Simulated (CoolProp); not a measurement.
Saturation properties of sulfur hexafluoride (Tc = 318.7 K, pc = 3.755 MPa, ω = 0.210).

Computed with CoolProp (reference Helmholtz-energy equation of state, Guder 2009).

```json
[
 {"T (K)": "236.2", "p (MPa)": "0.3827", "liquid density (kg/m³)": "1781", "liquid cp (kJ/(kg K))": "0.8774", "vapour Z": "0.8999", "surface tension (mN/m)": "9.63", "liquid conductivity (mW/(m K))": "73.1"},
 {"T (K)": "241.8", "p (MPa)": "0.4694", "liquid density (kg/m³)": "1751", "liquid cp (kJ/(kg K))": "0.8964", "vapour Z": "0.8844", "surface tension (mN/m)": "8.80", "liquid conductivity (mW/(m K))": "71.5"},
 {"T (K)": "247.3", "p (MPa)": "0.5682", "liquid density (kg/m³)": "1721", "liquid cp (kJ/(kg K))": "0.9162", "vapour Z": "0.8678", "surface tension (mN/m)": "8.01", "liquid conductivity (mW/(m K))": "69.9"},
 {"T (K)": "252.9", "p (MPa)": "0.6839", "liquid density (kg/m³)": "1688", "liquid cp (kJ/(kg K))": "0.9378", "vapour Z": "0.8494", "surface tension (mN/m)": "7.22", "liquid conductivity (mW/(m K))": "68.2"},
 {"T (K)": "258.4", "p (MPa)": "0.8137", "liquid density (kg/m³)": "1655", "liquid cp (kJ/(kg K))": "0.9610", "vapour Z": "0.8297", "surface tension (mN/m)": "6.46", "liquid conductivity (mW/(m K))": "?"},
 {"T (K)": "264", "p (MPa)": "0.9637", "liquid density (kg/m³)": "1620", "liquid cp (kJ/(kg K))": "0.9872", "vapour Z": "0.8079", "surface tension (mN/m)": "5.70", "liquid conductivity (mW/(m K))": "64.7"},
 {"T (K)": "269.5", "p (MPa)": "1.130", "liquid density (kg/m³)": "1584", "liquid cp (kJ/(kg K))": "?", "vapour Z": "0.7846", "surface tension (mN/m)": "4.98", "liquid conductivity (mW/(m K))": "62.9"},
 {"T (K)": "275.1", "p (MPa)": "1.320", "liquid density (kg/m³)": "1544", "liquid cp (kJ/(kg K))": "1.051", "vapour Z": "0.7587", "surface tension (mN/m)": "4.27", "liquid conductivity (mW/(m K))": "61.1"},
 {"T (K)": "280.6", "p (MPa)": "1.529", "liquid density (kg/m³)": "1502", "liquid cp (kJ/(kg K))": "1.092", "vapour Z": "0.7309", "surface tension (mN/m)": "3.59", "liquid conductivity (mW/(m K))": "59.2"},
 {"T (K)": "286.2", "p (MPa)": "?", "liquid density (kg/m³)": "1456", "liquid cp (kJ/(kg K))": "1.145", "vapour Z": "0.6998", "surface tension (mN/m)": "2.93", "liquid conductivity (mW/(m K))": "?"},
 {"T (K)": "291.7", "p (MPa)": "2.025", "liquid density (kg/m³)": "1407", "liquid cp (kJ/(kg K))": "1.213", "vapour Z": "0.6659", "surface tension (mN/m)": "2.31", "liquid conductivity (mW/(m K))": "55.2"},
 {"T (K)": "297.3", "p (MPa)": "2.317", "liquid density (kg/m³)": "1350", "liquid cp (kJ/(kg K))": "1.313", "vapour Z": "0.6269", "surface tension (mN/m)": "1.72", "liquid conductivity (mW/(m K))": "53.1"},
 {"T (K)": "302.8", "p (MPa)": "2.633", "liquid density (kg/m³)": "1284", "liquid cp (kJ/(kg K))": "1.472", "vapour Z": "0.5828", "surface tension (mN/m)": "1.17", "liquid conductivity (mW/(m K))": "51.0"},
 {"T (K)": "308.4", "p (MPa)": "2.990", "liquid density (kg/m³)": "1203", "liquid cp (kJ/(kg K))": "1.795", "vapour Z": "0.5284", "surface tension (mN/m)": "?", "liquid conductivity (mW/(m K))": "48.8"},
 {"T (K)": "313.9", "p (MPa)": "3.377", "liquid density (kg/m³)": "?", "liquid cp (kJ/(kg K))": "2.837", "vapour Z": "0.4566", "surface tension (mN/m)": "?", "liquid conductivity (mW/(m K))": "47.1"}
]
```

Question: Some entries are withheld; supply them.

Answer: 
- 258.4, liquid conductivity (mW/(m K)): 66.5
- 269.5, liquid cp (kJ/(kg K)): 1.016
- 286.2, p (MPa): 1.767
- 286.2, liquid conductivity (mW/(m K)): 57.2
- 308.4, surface tension (mN/m): 0.668
- 313.9, liquid density (kg/m³): 1090
- 313.9, surface tension (mN/m): 0.245

Thermal conductivity comes from a separate model (Assael 2012). Surface tension comes from a separate correlation (Mulero 2012).
